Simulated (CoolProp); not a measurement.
Computed with CoolProp (reference Helmholtz-energy equation of state, Gedanitz 2015).

**Question.** For cyclopentane, give the phase and the Joule-Thomson coefficient (K/MPa), expansivity (1/kK), conductivity (mW/(m K)), fugacity coefficient at 271.65 °C and 5.47 bar; 271.65 °C and 32.2 bar; 271.65 °C and 121 bar.

**Answer.** 
- 271.65 °C and 5.47 bar: gas; Joule-Thomson coefficient 6.02, expansivity 2.07, conductivity 43.3, fugacity coefficient 0.966
- 271.65 °C and 32.2 bar: gas; Joule-Thomson coefficient 7.89, expansivity 4.33, conductivity 51.0, fugacity coefficient 0.807
- 271.65 °C and 121 bar: supercritical; Joule-Thomson coefficient 0.908, expansivity 4.25, conductivity 74.1, fugacity coefficient 0.416

Thermal conductivity comes from a separate model (Vassiliou 2015).
